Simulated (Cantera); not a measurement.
Mixture: CH4 : O2 : N2 = 1 : 3.03 : 11.4 (molar parts), equivalence ratio 0.66, at 1000000 Pa, adiabatic and at constant volume. Ignition delay is the time to a rise of 400 K.

Detailed kinetics in Cantera: GRI-Mech 3.0 (53 species, 325 reactions).

### Question
Predict: delay at 1175 K; delay at 1250 K; delay at 1325 K; delay at 1400 K; delay at 1475 K; apparent activation energy between 1325 and 1475 K.

### Answer
* **delay at 1175 K**: 5.20 ms
* **delay at 1250 K**: 2.06 ms
* **delay at 1325 K**: 0.878 ms
* **delay at 1400 K**: 0.397 ms
* **delay at 1475 K**: 0.190 ms
* **apparent activation energy between 1325 and 1475 K**: 170 kJ/mol
